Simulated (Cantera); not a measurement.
A closed system holds: 1 mol SiH2Cl2, 0.73 mol N2, 87 mol H2, equilibrated at 1277 °C and 0.190 bar.

Cantera equilibrium calculation (NASA polynomials, part measured and part estimated; ideal gas, pure solids and liquids). Candidate condensed phases: NH4Cl, Si, Si3N4; 28 gas species. The tables' values for SiCl3 are old estimates; treat these amounts as uncertain. The numbers say what is thermodynamically allowed, not how fast it happens.

Base state: H2 0.977, HCl 0.0206, N2 0.00133, SiCl2 0.000895, H 7.14e-5, SiCl3 1.48e-5 (mole fractions); condensed: Si3N4(s).

Task: What changes in the equilibrium state with this change: H2 from 87 to 5.2 mol?

Result: 
```tsv
species	before	after
H2	0.977	0.736
HCl	0.0206	0.214
N2	0.00133	0.0251
SiCl2	0.000895	0.0182
SiCl4	6.84e-7	0.00200
SiCl3	1.48e-5	0.00361
SiHCl3	3.99e-6	0.000843
SiH2Cl2	3.80e-6	5.81e-5
Si3N4(s), mol	0.306	0.273
```

Task: What changes in the equilibrium state with this change: temperature from 1277 °C to 1875 °C?

Result: 
| species | before | after |
|---|---|---|
| H2 | 0.977 | 0.960 |
| HCl | 0.0206 | 0.0201 |
| H | 7.14e-5 | 0.00937 |
| N2 | 0.00133 | 0.00808 |
| Si | 1.08e-7 | 0.00116 |
| Si2 | <1e-9 | 1.67e-5 |
| SiH | 1.23e-7 | 0.000243 |
| SiCl | 4.75e-7 | 0.000159 |
| SiH2 | 1.69e-6 | 0.000223 |
| Si3N4(s), mol | 0.306 | 0 |
| Si(l), mol | 0 | 0.755 |
The tables' values for SiCl are old estimates; treat these amounts as uncertain. Gases not in the tables: Si2H6 and higher silanes.
